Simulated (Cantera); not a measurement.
A freely propagating, adiabatic, planar premixed flame of 35.0 % H₂, 12.5 % O₂, 52.5 % N₂, equivalence ratio 1.4, unburnt at 675 K and 0.720 bar; mixture-averaged transport, grid criteria slope 0.08 and curve 0.16, no radiation.

Computed with Cantera and the H2/O2 subset of GRI-Mech 3.0, which has no nitrogen chemistry. Burning velocities carry a grid error of a few per cent, more on coarse grids.

x: mole fraction of selected species; z is measured from the peak of heat release.

```tsv
z (mm)	T (K)	u (m/s)	x H₂	x O₂	x H₂O₂	x H₂O	x H	x OH
-2.28	675	9.71	0.350	0.125	<1e-8	<1e-8	<1e-8	<1e-8
-1.52	675	9.71	0.350	0.125	<1e-8	<1e-8	<1e-8	<1e-8
-1.14	675	9.71	0.350	0.125	<1e-8	<1e-8	<1e-8	<1e-8
-0.760	675	9.71	0.350	0.125	<1e-8	4.70e-8	2.27e-7	<1e-8
-0.380	685	9.84	0.348	0.125	1.11e-6	0.000578	0.000345	4.22e-5
-0.190	834	11.8	0.322	0.120	3.53e-6	0.0141	0.00871	0.000542
0	1238	17.0	0.203	0.0771	2.34e-6	0.105	0.0573	0.00352
0.190	1529	20.7	0.107	0.0214	1.66e-6	0.207	0.0906	0.00819
0.380	1657	22.3	0.0934	0.0106	1.12e-6	0.229	0.0875	0.0102
0.760	1794	23.9	0.0963	0.00773	6.43e-7	0.236	0.0739	0.0118
1.52	1942	25.6	0.101	?	?	0.244	?	0.0126
3.04	2088	27.2	0.104	0.00391	1.87e-7	0.253	0.0437	0.0124
6.08	2217	28.6	0.106	0.00231	1.09e-7	0.262	0.0309	0.0109
```

Problem. Some entries are withheld; supply them.

Solution. 
- 1.52, x O₂: 0.00579
- 1.52, x H₂O₂: 3.42e-7
- 1.52, x H: 0.0584
